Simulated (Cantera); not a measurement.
Input: 1 mol SiHCl3, 0.6 mol NH3, 25 mol N2, held at 1575 K and 10.0 mbar.

Cantera equilibrium calculation (NASA polynomials, part measured and part estimated; ideal gas, pure solids and liquids). Candidate condensed phases: NH4Cl, Si, Si3N4; 28 gas species. The tables' values for SiCl3 are old estimates; treat these amounts as uncertain. Equilibrium is a limit: real reactors are often held back by kinetics, nucleation or transport.

Base state: N2 0.897, HCl 0.0499, SiCl2 0.0262, H2 0.0249, SiCl3 0.00130, SiCl4 0.000170, Cl 0.000104, H 6.56e-5 (mole fractions); condensed: Si3N4(s).

Problem. What changes in the equilibrium state with this change: pressure from 10.0 mbar to 0.320 bar?

Solution. 
```tsv
species	before	after
N2	0.897	0.901
HCl	0.0499	0.0677
H2	0.0249	0.0167
SiCl2	0.0262	0.00712
SiCl4	0.000170	0.00405
SiHCl3	1.13e-5	0.000133
H	6.56e-5	9.50e-6
Cl	0.000104	3.06e-5
Si3N4(s), mol	0.0747	0.199
```
